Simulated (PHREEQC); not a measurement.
2.9 g of hydrous ferric oxide (600 m²/g; 0.2 weak and 0.005 strong sites per Fe, Dzombak-Morel constants, diffuse double layer) in 1 kg of water with 0.01 mol/kgw of an inert sodium salt and 12 mmol/kgw MnCl2, at 25 °C; the pH is set by adding NaOH or the inert anion's acid. No oxygen is let in. The system is closed to CO2. Nothing may precipitate in this run.

The numbers come from PHREEQC with the ion-association model, wateq4f.dat.

```json
[
 {"pH": "4", "Mn sorbed (%)": "0.0", "surface charge σ (C/m²)": "0.292", "surface potential ψ (mV)": "161"},
 {"pH": "5.33", "Mn sorbed (%)": "1.0", "surface charge σ (C/m²)": "0.144", "surface potential ψ (mV)": "126"},
 {"pH": "6", "Mn sorbed (%)": "2.5", "surface charge σ (C/m²)": "0.090", "surface potential ψ (mV)": "103"},
 {"pH": "6.67", "Mn sorbed (%)": "10.3", "surface charge σ (C/m²)": "___", "surface potential ψ (mV)": "87"},
 {"pH": "8", "Mn sorbed (%)": "29.3", "surface charge σ (C/m²)": "0.061", "surface potential ψ (mV)": "___"},
 {"pH": "9.33", "Mn sorbed (%)": "32.2", "surface charge σ (C/m²)": "0.060", "surface potential ψ (mV)": "85"},
 {"pH": "10", "Mn sorbed (%)": "32.2", "surface charge σ (C/m²)": "___", "surface potential ψ (mV)": "84"},
 {"pH": "10.67", "Mn sorbed (%)": "31.7", "surface charge σ (C/m²)": "0.052", "surface potential ψ (mV)": "80"},
 {"pH": "12", "Mn sorbed (%)": "29.9", "surface charge σ (C/m²)": "0.027", "surface potential ψ (mV)": "47"}
]
```

### Question
Fill in the missing entries.

### Answer

- 6.67, surface charge σ (C/m²): 0.064
- 8, surface potential ψ (mV): 86
- 10, surface charge σ (C/m²): 0.058

Along this series the solution becomes supersaturated in solids that the run did not let form, among them Pyrochroite.
